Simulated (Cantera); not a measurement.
Cantera run, input and output.

```python
import numpy as np
import cantera as ct

gas = ct.Solution("h2o2.yaml")
gas.TPX = 1150, 100000, {'H2': 0.98, 'O2': 1, 'N2': 5.1}
inlet = ct.Reservoir(gas, clone=True)

reactor = ct.IdealGasConstPressureReactor(gas, energy="off", clone=False)
exhaust = ct.Reservoir(gas, clone=True)
tau = [9.2, 2.1, 0.49, 0.11, 0.026, 0.0059, 0.0014, 0.00031][0]
for a, b in ((inlet, reactor), (reactor, exhaust)):
    ct.MassFlowController(a, b, mdot=lambda t: reactor.mass / tau)
net = ct.ReactorNet([reactor])
show = ['H2', 'O2', 'O', 'H2O2', 'H', 'HO2']

rows = []
print(f"{'tau/s':>10s}{'T/K':>9s}" + "".join(f"{s:>11s}" for s in show))
for tau in [9.2, 2.1, 0.49, 0.11, 0.026, 0.0059, 0.0014, 0.00031]:
    net.initial_time = 0.0
    net.advance(30 * tau)
    before = gas.X
    net.advance(40 * tau)
    drift = np.max(np.abs(gas.X - before) / (gas.X + 1e-9))
    rows.append([gas.T, *gas[show].X, drift])
    print(f"{tau:10.3e}{gas.T:9.1f}" + "".join(f"{x:11.3e}" for x in gas[show].X))
```

Result:

```
     tau/s      T/K         H2         O2          O       H2O2          H        HO2
 9.200e+00   1150.0  5.045e-05  7.741e-02  7.468e-07  9.756e-08  8.590e-08  2.085e-06
 2.100e+00   1150.0  1.431e-04  7.744e-02  2.428e-06  3.030e-07  3.747e-07  5.434e-06
 4.900e-01   1150.0  3.773e-04  7.754e-02  7.819e-06  9.452e-07  1.593e-06  1.226e-05
 1.100e-01   1150.0  9.307e-04  7.777e-02  2.479e-05  2.329e-06  6.990e-06  2.369e-05
 2.600e-02   1150.0  2.039e-03  7.823e-02  7.073e-05  3.895e-06  2.903e-05  3.798e-05
 5.900e-03   1150.0  4.329e-03  7.919e-02  1.927e-04  5.115e-06  1.244e-04  5.392e-05
 1.400e-03   1150.0  8.800e-03  8.109e-02  4.721e-04  6.128e-06  4.977e-04  6.815e-05
 3.100e-04   1150.0  1.837e-02  8.530e-02  1.114e-03  7.211e-06  1.993e-03  7.941e-05
```

Detailed kinetics in Cantera: the H2/O2 subset of GRI-Mech 3.0, which has no nitrogen chemistry. The temperature is held fixed by assumption; the heat of reaction is taken as removed at once.
